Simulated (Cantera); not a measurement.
Stirred combustor or abatement burner

A perfectly stirred reactor is fed with H2 : O2 : N2 = 1 : 0.641 : 2.41 (molar parts), equivalence ratio 0.78, at 1.00 atm; it is adiabatic with a 700 K inlet, and is followed from long to short residence time, starting on the burning branch (τ in s: 0.35, 0.13, 0.051, 0.02, 0.0076, 0.0029, 0.0011, 0.00043, 0.00017, 6.4e-05, 2.5e-05).

Cantera simulation using GRI-Mech 3.0 (53 species, 325 reactions); the numbers are that mechanism's predictions, not measurements.

```csv
τ (s),T (K),x H2,x O2,x NO2,x HO2,x H2O,x H
0.35,2396,0.00507,0.0354,2.74e-6,4.67e-6,0.269,0.00112
0.13,2396,0.00515,0.0357,2.45e-6,4.72e-6,0.268,0.00115
0.051,2395,0.00533,0.0363,1.92e-6,4.80e-6,0.268,0.00123
0.020,2392,0.00577,0.0372,1.22e-6,4.92e-6,0.267,0.00140
0.0076,2378,0.00686,0.0381,5.93e-7,5.07e-6,0.265,0.00184
0.0029,2341,0.00932,0.0390,2.34e-7,5.49e-6,0.260,0.00304
0.0011,2266,0.0139,0.0405,7.38e-8,6.97e-6,0.251,0.00602
0.00043,2149,0.0200,0.0428,2.32e-8,1.05e-5,0.239,0.0118
0.00017,1997,0.0263,0.0462,1.05e-8,1.65e-5,0.224,0.0212
6.4e-5,1807,0.0328,0.0510,6.25e-9,2.58e-5,0.208,0.0348
2.5e-5,1606,0.0419,0.0588,3.29e-9,3.90e-5,0.189,0.0490
```
x: mole fraction; the columns are a selection and need not sum to one.
